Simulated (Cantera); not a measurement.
**Si + NF3 + N2 (silicon etching in halogen gases)**

A closed system holds: 1 mol Si, 2.3 mol NF3, 34 mol N2, held at 38.0 Pa.

Method: chemical equilibrium by Gibbs-energy minimisation in Cantera with the NASA 1993 tables (ideal gas, pure condensed phases). Candidate condensed phases: Si, Si3N4; 16 gas species. Kinetics and transport are ignored.

```csv
T (K),log p N2,log p F,log p F2,log p SiF4,log p NF3
675,-3.45,-5.52,-4.91,-5.00,-6.20
725,-3.45,-5.12,-4.98,-5.00,-7.00
775,-3.46,-4.83,-5.16,-5.00,-7.88
825,-3.46,-4.66,-5.48,-5.01,-8.91
875,-3.46,-4.59,-5.93,-5.01,-10.05
925,-3.47,-4.56,-6.41,-5.01,-11.19
975,-3.47,-4.55,-6.87,-5.01,-12.25
1025,-3.47,-4.55,-7.30,-5.01,-13.23
1075,-3.47,-4.55,-7.68,-5.01,-14.12
```
log p: log10 of the partial pressure in bar; nothing condenses.

From 675 K to 1075 K nothing is condensed. The main Si-bearing gas is SiF4 throughout.
